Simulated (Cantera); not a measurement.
# Thermodynamics of aluminium nitride and oxide growth, feed Al + HCl + N2

A closed system holds: 1 mol Al, 2.7 mol HCl, 15 mol N2, at 9.00 Torr.

Method: chemical equilibrium by Gibbs-energy minimisation in Cantera with the NASA 1993 tables (ideal gas, pure condensed phases). Candidate condensed phases: Al, AlCl3, AlN, NH4Cl; 20 gas species. The tables' values for AlCl2 are old estimates; treat these amounts as uncertain. Equilibrium is a limit: real reactors are often held back by kinetics, nucleation or transport.

```csv
T (°C),x N2,x H2,x AlCl3,x HCl,n AlN(s)
627,0.863,0.0589,0.0393,0.0391,0.324
702,0.863,0.0597,0.0398,0.0377,0.316
777,0.863,0.0603,0.0402,0.0364,0.309
852,0.863,0.0608,0.0405,0.0354,0.303
927,0.863,0.0613,0.0408,0.0345,0.297
1002,0.863,0.0616,0.0409,0.0337,0.290
1077,0.863,0.0620,0.0406,0.0329,0.279
1152,0.862,0.0623,0.0392,0.0319,0.248
1227,0.859,0.0625,0.0354,0.0303,0.158
```
x: gas mole fraction; n: condensed amount in mol.

From 627 °C to 1227 °C the condensed part is AlN(s). The main Al-bearing gas is AlCl3 throughout. The share of Al in condensed phases is highest at 627 °C (32.4 %) and lowest at 1227 °C (15.8 %).
